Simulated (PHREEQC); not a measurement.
# Polishing slurry liquid: an equilibrium model

Solution (20 °C): 0.0407 mol/kgw H2SO4, 0.00075 mol/kgw KNO3 and 0.00048 mol/kgw H3BO3. Closed to the air; pH follows from the charge balance.

Computed with PHREEQC (ion-association model, wateq4f.dat).

No solid was allowed to form.

### Question
Predict the pH.

### Answer
pH 1.34.

### Question
In which forms is S present?

### Answer
HSO4- 68 %, SO4-2 32 % of the S.
